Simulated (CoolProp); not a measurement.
Vapour-liquid equilibrium of hydrogen sulfide (1) + n-hexane (2) at 48.95 °C; x and y are mole fractions of (1).

Model: multi-fluid Helmholtz-energy mixture model, Lemmon 2006 and Thol 2019; pair parameters Kunz 2012, in CoolProp.

**Question.** Give the bubble pressure and the first vapour's composition at x = 0.05, 0.35, 0.65. Is there an azeotrope?

**Answer.** x = 0.05: 2.416 bar, y = 0.782; x = 0.35: 13.73 bar, y = 0.961; x = 0.65: 22.26 bar, y = 0.979. No azeotrope shows between x = 0.05 and 0.95.

Pair parameters are fitted to limited data, so mixtures are less certain than the pure fluids. The gap from Raoult's law changes sign with composition, which may be real or a fault of the pair parameters; it wasn't checked against measurements.
